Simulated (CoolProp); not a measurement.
The numbers come from the reference Helmholtz-energy equation of state, McLinden 2015 in CoolProp.

**Question.** For the fluoroketone C6F12O (FK-5-1-12), give the phase and the speed of sound (m/s), isothermal compressibility (1/MPa), expansivity (1/kK) at 152.65 °C and 3.27 MPa.

**Answer.** 
- 152.65 °C and 3.27 MPa: liquid; speed of sound 186, isothermal compressibility 0.0326, expansivity 5.01
